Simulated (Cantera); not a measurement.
Charge: 1 mol AlN, 0.16 mol Cl2, 0.077 mol N2, at 1330 Pa.

Method: chemical equilibrium by Gibbs-energy minimisation in Cantera with the NASA 1993 tables (ideal gas, pure condensed phases). Candidate condensed phases: Al, AlCl3, AlN; 11 gas species. Equilibrium is a limit: real reactors are often held back by kinetics, nucleation or transport.

Over these rows the condensed part is AlN(s). Partial pressures as log10 of bar:

```
T (K)  1000/T (1/K)  log p AlCl  log p N2  log p AlCl3
-----  ------------  ----------  --------  -----------
1075         0.9302       -8.40     -2.13        -2.22
1125         0.8889       -7.65     -2.13        -2.22
1175         0.8511           ?     -2.13        -2.22
1225         0.8163       -6.33     -2.13        -2.22
1275         0.7843       -5.75     -2.13        -2.22
1325         0.7547       -5.21     -2.14        -2.23
```

Question: Fit log p(AlCl) = a + b·(1000/T) to the five rows, give the apparent enthalpy, and predict the row at 1175 K.

Answer: Means: 1000/T = 0.8349, log p = -6.668. Sxy = -0.387757, Sxx = 0.0213364, so b = -18.17 and a = -6.668 − (-18.17)×0.8349 = 8.50.
Apparent enthalpy: −19.145 × (-18.17) = 348 kJ/mol. With the condensed phases at unit activity, 2/3 AlN(s) + 1/3 AlCl3(g) = AlCl(g) + 1/3 N2(g) links this pressure to the main gases: over the six rows their terms move log p by +0.00 in all, so the slope is close to that reaction's ΔH°. The five rows lie within 0.01 of the line.
Prediction at 1175 K: 8.50 + (-18.17)×0.8511 = -6.96. The computed value is -6.96, 0.00 from the line.
